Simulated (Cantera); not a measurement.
Input (Python, Cantera) and output of one run.

```python
import numpy as np
import cantera as ct

gas_names = """
    C CO CO2 C2 C2O C3 C3O2 C4 C5 Cu CuO Cu2 O O2 O3
""".split()
cond_names = """
    C(gr) Cu(cr) Cu(L) CuO(s) Cu2O(s) Cu2O(L)
""".split()


# ... load() reads the species with a 1 bar reference pressure and builds the phases ...
atoms = {
    'Cu2O': {'Cu': 2, 'O': 1},
    'C': {'C': 1},
    'CO': {'C': 1, 'O': 1},
}
top_T = {'C(gr)': 4500, 'CuO(s)': 1390}  # K; cautious upper limits of use, not melting points


# ... equilibrate(T, P, feed) seeds the gas with the atoms and calls Mixture.equilibrate('TP', solver="vcs", rtol=1e-11, max_steps=5000) ...
results = []
P = 1333.22  # Pa
for T in [1548, 1598, 1648, 1698, 1748, 1798, 1848, 1898, 1948, 1998, 2048, 2098, 2148, 2198]:
    for m in [0.44, 0.68, 1, 1.6, 2.5, 3.9, 6]:
        feed = {'Cu2O': 1, 'C': m, 'CO': 0.083}  # mol
        mix = equilibrate(T, P, feed)
        results.append((T, P, feed, dict(zip(mix.species_names, mix.species_moles))))

for T, P, feed, n in results:
    print(f"{T:7g} {feed['C']:10.4g}  " + (" + ".join(c for c in cond_names if n.get(c, 0) > 1e-12) or "gas only"))
```

It prints:

```
   1548       0.44  Cu(L) + Cu2O(L)
   1548       0.68  Cu(L)
   1548          1  C(gr) + Cu(L)
   1548        1.6  C(gr) + Cu(L)
   1548        2.5  C(gr) + Cu(L)
   1548        3.9  C(gr) + Cu(L)
   1548          6  C(gr) + Cu(L)
   1598       0.44  Cu(L) + Cu2O(L)
   1598       0.68  Cu(L)
   1598          1  C(gr) + Cu(L)
   1598        1.6  C(gr) + Cu(L)
   1598        2.5  C(gr) + Cu(L)
   1598        3.9  C(gr) + Cu(L)
   1598          6  C(gr) + Cu(L)
   1648       0.44  Cu(L)
   1648       0.68  Cu(L)
   1648          1  C(gr) + Cu(L)
   1648        1.6  C(gr) + Cu(L)
   1648        2.5  C(gr) + Cu(L)
   1648        3.9  C(gr) + Cu(L)
   1648          6  C(gr) + Cu(L)
   1698       0.44  Cu(L)
   1698       0.68  Cu(L)
   1698          1  C(gr) + Cu(L)
   1698        1.6  C(gr) + Cu(L)
   1698        2.5  C(gr) + Cu(L)
   1698        3.9  C(gr) + Cu(L)
   1698          6  C(gr) + Cu(L)
   1748       0.44  Cu(L)
   1748       0.68  Cu(L)
   1748          1  C(gr) + Cu(L)
   1748        1.6  C(gr) + Cu(L)
   1748        2.5  C(gr) + Cu(L)
   1748        3.9  C(gr) + Cu(L)
   1748          6  C(gr) + Cu(L)
   1798       0.44  Cu(L)
   1798       0.68  Cu(L)
   1798          1  C(gr) + Cu(L)
   1798        1.6  C(gr) + Cu(L)
   1798        2.5  C(gr) + Cu(L)
   1798        3.9  C(gr) + Cu(L)
   1798          6  C(gr) + Cu(L)
   1848       0.44  Cu(L)
   1848       0.68  Cu(L)
   1848          1  C(gr) + Cu(L)
   1848        1.6  C(gr) + Cu(L)
   1848        2.5  C(gr) + Cu(L)
   1848        3.9  C(gr) + Cu(L)
   1848          6  C(gr) + Cu(L)
   1898       0.44  Cu(L)
   1898       0.68  Cu(L)
   1898          1  C(gr) + Cu(L)
   1898        1.6  C(gr) + Cu(L)
   1898        2.5  C(gr) + Cu(L)
   1898        3.9  C(gr) + Cu(L)
   1898          6  C(gr) + Cu(L)
   1948       0.44  Cu(L)
   1948       0.68  Cu(L)
   1948          1  C(gr) + Cu(L)
   1948        1.6  C(gr) + Cu(L)
   1948        2.5  C(gr) + Cu(L)
   1948        3.9  C(gr) + Cu(L)
   1948          6  C(gr) + Cu(L)
   1998       0.44  Cu(L)
   1998       0.68  Cu(L)
   1998          1  C(gr) + Cu(L)
   1998        1.6  C(gr) + Cu(L)
   1998        2.5  C(gr) + Cu(L)
   1998        3.9  C(gr) + Cu(L)
   1998          6  C(gr) + Cu(L)
   2048       0.44  Cu(L)
   2048       0.68  Cu(L)
   2048          1  C(gr) + Cu(L)
   2048        1.6  C(gr) + Cu(L)
   2048        2.5  C(gr) + Cu(L)
   2048        3.9  C(gr) + Cu(L)
   2048          6  C(gr) + Cu(L)
   2098       0.44  gas only
   2098       0.68  gas only
   2098          1  gas only
   2098        1.6  C(gr)
   2098        2.5  C(gr)
   2098        3.9  C(gr)
   2098          6  C(gr)
   2148       0.44  gas only
   2148       0.68  gas only
   2148          1  gas only
   2148        1.6  C(gr)
   2148        2.5  C(gr)
   2148        3.9  C(gr)
   2148          6  C(gr)
   2198       0.44  gas only
   2198       0.68  gas only
   2198          1  gas only
   2198        1.6  C(gr)
   2198        2.5  C(gr)
   2198        3.9  C(gr)
   2198          6  C(gr)
```

Equilibrium computed with Cantera from the NASA thermochemical tables; the gas is ideal and each condensed phase is pure. Each liquid is taken as pure. Mutual solubility and eutectic melting of coexisting phases are not modelled.
